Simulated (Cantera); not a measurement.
An isothermal, constant-pressure homogeneous reactor starts with C2H6 : N2 = 1 : 32 (molar parts), at 1523 K and 1.68 atm. Integrator tolerance rtol = 1e-08.

Model: GRI-Mech 3.0 (53 species, 325 reactions), integrated in Cantera. GRI-Mech 3.0 stops at C3 and has no aromatics, soot or wall deposition, so with more carbon than oxygen in the feed, carbon stays in small species such as C2H2 where larger ones or solid carbon would form.

Task: What does this change do: C2H6 1 to 1.3 parts?

Result: 
```tsv
quantity	before	after
x(C2H6) at 40.0 s	3.62e-7 (gas-phase equilibrium 1.06e-7)	7.05e-7 (gas-phase equilibrium 2.40e-7)
x(HCN) at 40.0 s	3.26e-7 (gas-phase equilibrium 0.0409)	2.89e-7 (gas-phase equilibrium 0.0486)
x(H) at 40.0 s	4.12e-6 (gas-phase equilibrium 4.19e-6)	4.60e-6 (gas-phase equilibrium 4.69e-6)
x(C2H) at 40.0 s	4.51e-9 (gas-phase equilibrium 1.21e-9)	5.05e-9 (gas-phase equilibrium 1.57e-9)
x(CH2) at 40.0 s	2.35e-10 (gas-phase equilibrium 1.25e-10)	2.94e-10 (gas-phase equilibrium 1.68e-10)
x(C2H4) at 40.0 s	0.000549 (gas-phase equilibrium 0.000155)	0.000858 (gas-phase equilibrium 0.000282)
x(H2) at 40.0 s	0.0533 (gas-phase equilibrium 0.0552)	0.0665 (gas-phase equilibrium 0.0691)
```

Task: What does this change do: temperature 1523 to 2000 K?

Result: 
```tsv
quantity	before	after
x(C2H6) at 40.0 s	3.62e-7 (gas-phase equilibrium 1.06e-7)	7.82e-10 (gas-phase equilibrium 1.65e-10)
x(HCN) at 40.0 s	3.26e-7 (gas-phase equilibrium 0.0409)	0.00448 (gas-phase equilibrium 0.0467)
x(H) at 40.0 s	4.12e-6 (gas-phase equilibrium 4.19e-6)	0.000300 (gas-phase equilibrium 0.000300)
x(C2H) at 40.0 s	4.51e-9 (gas-phase equilibrium 1.21e-9)	2.59e-6 (gas-phase equilibrium 5.11e-7)
x(CH2) at 40.0 s	2.35e-10 (gas-phase equilibrium 1.25e-10)	3.87e-8 (gas-phase equilibrium 1.79e-8)
x(C2H4) at 40.0 s	0.000549 (gas-phase equilibrium 0.000155)	1.70e-5 (gas-phase equilibrium 3.37e-6)
x(H2) at 40.0 s	0.0533 (gas-phase equilibrium 0.0552)	0.0569 (gas-phase equilibrium 0.0569)
```

Task: What does this change do: temperature 1523 to 1050 K?

Result: 
| quantity | before | after |
|---|---|---|
| x(C2H6) at 40.0 s | 3.62e-7 (gas-phase equilibrium 1.06e-7) | 0.00117 (gas-phase equilibrium 4.91e-5) |
| x(HCN) at 40.0 s | 3.26e-7 (gas-phase equilibrium 0.0409) | <1e-12 (gas-phase equilibrium 0.0133) |
| x(H) at 40.0 s | 4.12e-6 (gas-phase equilibrium 4.19e-6) | 1.78e-8 (gas-phase equilibrium 4.80e-10) |
| x(C2H) at 40.0 s | 4.51e-9 (gas-phase equilibrium 1.21e-9) | <1e-12 (gas-phase equilibrium <1e-12) |
| x(CH2) at 40.0 s | 2.35e-10 (gas-phase equilibrium 1.25e-10) | <1e-12 (gas-phase equilibrium <1e-12) |
| x(C2H4) at 40.0 s | 0.000549 (gas-phase equilibrium 0.000155) | 0.0227 (gas-phase equilibrium 0.00417) |
| x(H2) at 40.0 s | 0.0533 (gas-phase equilibrium 0.0552) | 0.0258 (gas-phase equilibrium 0.00586) |
